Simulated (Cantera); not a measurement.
An isothermal, constant-pressure homogeneous reactor starts with C2H6 : H2 = 1 : 12 (molar parts), at 1025 K and 35.0 Pa.

Cantera simulation using GRI-Mech 3.0 (53 species, 325 reactions); the numbers are that mechanism's predictions, not measurements. GRI-Mech 3.0 stops at C3 and has no aromatics, soot or wall deposition, so with more carbon than oxygen in the feed, carbon stays in small species such as C2H2 where larger ones or solid carbon would form. Radical loss at walls, strong at low pressure, is not modelled.

x: mole fraction; the columns are a selection and need not sum to one.

```csv
t (s),x C2H6,x H2,x CH4,x CH3,x C2H
9.00e-6,0.0769,0.923,<1e-12,9.89e-11,<1e-12
2.43e-5,0.0769,0.923,<1e-12,2.67e-10,<1e-12
6.58e-5,0.0769,0.923,1.30e-12,7.22e-10,<1e-12
0.000178,0.0769,0.923,9.46e-12,1.95e-9,<1e-12
0.000480,0.0769,0.923,6.86e-11,5.21e-9,<1e-12
0.00130,0.0769,0.923,4.94e-10,?,<1e-12
0.00351,0.0769,0.923,?,?,<1e-12
0.00949,0.0769,0.923,2.29e-8,8.15e-8,<1e-12
0.0256,0.0769,0.923,1.30e-7,1.52e-7,<1e-12
0.0693,0.0769,0.923,5.66e-7,1.98e-7,<1e-12
0.187,0.0769,0.923,1.88e-6,2.10e-7,<1e-12
0.506,0.0769,0.923,5.99e-6,2.73e-7,<1e-12
1.37,0.0767,0.923,2.81e-5,7.34e-7,<1e-12
3.70,0.0751,0.923,0.000279,3.50e-6,<1e-12
10.0,0.0665,0.922,0.00290,1.11e-5,<1e-12
```

Fill in the missing entries.


- 0.00130, x CH3: 1.38e-8
- 0.00351, x CH4: 3.47e-9
- 0.00351, x CH3: 3.51e-8
